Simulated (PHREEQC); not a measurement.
Dissolve 0.0041 mol NH4HF2, 0.00014 mol H2SiF6, 0.17 mol H3PO4 and 0.0081 mol HCl per kg of water at 5 °C. Closed to the air; pH follows from the charge balance.

Model: ion-association model, phreeqc.dat, run in PHREEQC.

This is a speciation only: nothing precipitates in the calculation.

### Question
Predict the pH, specific conductance.

### Answer
pH 1.44; specific conductance 8770 µS/cm.

### Question
In which forms is F present?

### Answer
HF 88 %, SiF6-2 9.3 %, F- 2.8 % of the F.

Complexes and solids missing from the database can't appear. Away from 25 °C the constants follow the database's enthalpies or fits; those with neither stay at their 25 °C values. SiF6-2 is the database's only silicon fluoride.
